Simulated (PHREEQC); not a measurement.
Synthetic water in mg/L, 20 °C, pH 7.18, pe 9.3:

```tsv
constituent	mg/L
Na	0.00272
K	0.0224
Ca	0.00292
Mg	0.00782
Cl	0.031
S(6) as SO4	0.00449
Alkalinity as HCO3	0.031
Ba	0.00424
Li	2.64e-05
Ni	9.73e-05
```

Valence states are taken as typed.

Computed with PHREEQC (ion-association model, wateq4f.dat).

Precipitation was switched off in this run.

### Question
Estimate the charge-balance error.

### Answer
charge-balance error 2.3 %.

### Question
In which forms is C present?

### Answer
HCO3- 86 %, CO2 14 % of the C.
